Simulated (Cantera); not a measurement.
An isothermal plug-flow reactor at 500 K and 300 Torr (inlet), inlet velocity 0.83 m/s, active area per volume 100 1/m; feed H2 : O2 : N2 : H2O = 0.0042 : 0.01 : 0.79 : 0.064 (molar parts).

Detailed kinetics in Cantera: Deutschmann's 1995 Pt surface mechanism with GRI-Mech 3.0 gas chemistry. Catalytic surfaces can have several steady states; this one follows from the mechanism file's or the stated starting coverage. Mass transfer to the wall is taken as infinitely fast.

One state of this run: x H2 = 0.000430; x O2 = 0.00933; x H2O = 0.0783; θ free Pt = 0.0676; θ O* = 0.877; θ OH* = 0.0551. x: gas mole fraction; θ: surface coverage.

Q: Which value of z (m) does it belong to?
A) 0.043
B) 0.0043
C) 0.002
D) 0.02

A: B, 0.0043
